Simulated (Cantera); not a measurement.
Input: 1 mol FeS, 560 mol H2, 0.68 mol H2O, held at 1800 °C and 2.80 bar.

These are equilibrium values from Cantera (NASA tables, ideal gas, pure condensed phases), not measurements of a reactor. Candidate condensed phases: Fe, FeO, Fe(OH)2, Fe(OH)3, FeS, FeSO4, FeS2, Fe2O3, Fe2(SO4)3, Fe3O4, H2O, H2SO4, S; 22 gas species. Kinetics and transport are ignored.

Base state: H2 0.995, H2S 0.00160, H 0.00157, H2O 0.00121, Fe 0.000287, SH 0.000165 (mole fractions); condensed: Fe(l).

Problem. What changes in the equilibrium state with this change: FeS replaced by Fe3O4?

Solution. 
```tsv
species	before	after
H2	0.995	0.990
H2O	0.00121	0.00834
H	0.00157	0.00156
H2S	0.00160	0
Fe	0.000287	0.000287
SH	0.000165	0
Fe(l), mol	0.839	2.84
```
